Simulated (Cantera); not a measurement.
Input: 1 mol TiCl4, 3.4 mol H2, 18 mol O2, equilibrated at 23.0 mbar.

Equilibrium computed with Cantera from the NASA thermochemical tables; the gas is ideal and each condensed phase is pure. Candidate condensed phases: H2O, Ti, TiCl2, TiCl3, TiCl4, TiO, TiO2, Ti2O3, Ti3O5, Ti4O7; 23 gas species. Rates play no part. All values below are at 1523 K.

Base state: O2 0.743, HCl 0.164, H2O 0.0739, Cl 0.0167, Cl2 0.00138, OH 0.000289, ClO 5.21e-5, O 3.14e-5 (mole fractions); condensed: TiO2(rutile).

**Question.** What changes in the equilibrium state with this change: H2 from 3.4 to 27 mol?

**Answer.** 
```
species              before     after
-----------------  --------  --------
H2O                  0.0739     0.747
O2                    0.743     0.133
HCl                   0.164     0.117
Cl                   0.0167   0.00243
Cl2                 0.00138   2.94e-5
H2                  1.45e-6   3.45e-5
ClO                 5.21e-5   3.22e-6
O                   3.14e-5   1.33e-5
OH                 0.000289  0.000597
TiO2(rutile), mol      1.00      1.00
```
Gases not in the tables: TiO(OH)2.
